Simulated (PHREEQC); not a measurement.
# Polishing slurry liquid

A solution holds 0.0029 mol H2SO4 and 0.027 mol CuSO4 per kg of water, at 20 °C. Closed to the air; pH follows from the charge balance.

Equilibrium calculation in PHREEQC: ion-association model, phreeqc.dat.

Each row changes one thing in this solution. This is a speciation only: nothing precipitates in the calculation.

```tsv
case	pH	ionic strength (mol/kgw)	SO4-2 (mol/kgw)	HSO4- (mol/kgw)
as made	2.53	0.0707	0.0172	0.00231
H2SO4 from 0.0029 to 0.0058 mol/kgw	2.23	[?]	0.0178	0.00466
H2SO4 from 0.0029 to 0.00261 mol/kgw	2.58	0.0703	0.0172	[?]
CuSO4 left out	2.33	0.00730	0.00220	0.000698
temperature from 20 to 75 °C	[?]	0.0655	0.0151	[?]
```

**Question.** Complete the blanks.

**Answer.** 
- H2SO4 from 0.0029 to 0.0058 mol/kgw, ionic strength (mol/kgw): 0.0747
- H2SO4 from 0.0029 to 0.00261 mol/kgw, HSO4- (mol/kgw): 0.00208
- temperature from 20 to 75 °C, pH: 2.82
- temperature from 20 to 75 °C, HSO4- (mol/kgw): 0.00396

At this temperature some constants are extrapolated from 25 °C, and those without enthalpy data are left unchanged.
